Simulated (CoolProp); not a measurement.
n-perfluorohexane along the isotherm 450 K: Z from the reference equation and from simpler models built on Tc = 448.0 K, pc = 1742 kPa, ω = 0.497; each cubic takes its own stable root.

Values from CoolProp's reference Helmholtz-energy equation of state, Gao 2022.

| p (kPa) | phase | reference |
|---|---|---|
| 396 | gas | 0.9167 |
| 792 | gas | 0.8205 |
| 1190 | gas | 0.7016 |
| 1580 | gas | 0.5340 |
| 1980 | supercritical | 0.2004 |
| 2370 | supercritical | 0.2153 |
| 2770 | supercritical | 0.2393 |
| 3170 | supercritical | 0.2651 |
| 3560 | supercritical | 0.2907 |
| 3960 | supercritical | 0.3171 |
| 4350 | supercritical | 0.3427 |

**Question.** How far does each simpler model (van der Waals, Redlich-Kwong, Soave-Redlich-Kwong) lie from the reference over these 11 states: mean and median of the absolute difference, and the worst?

**Answer.** 
- van der Waals: mean 34.7 %, median 49.6 %, worst +53.2 % at 450 K and 2370 kPa
- Redlich-Kwong: mean 16.7 %, median 21.3 %, worst +31.5 % at 450 K and 1980 kPa
- Soave-Redlich-Kwong: mean 17.4 %, median 21.8 %, worst +33.9 % at 450 K and 1980 kPa
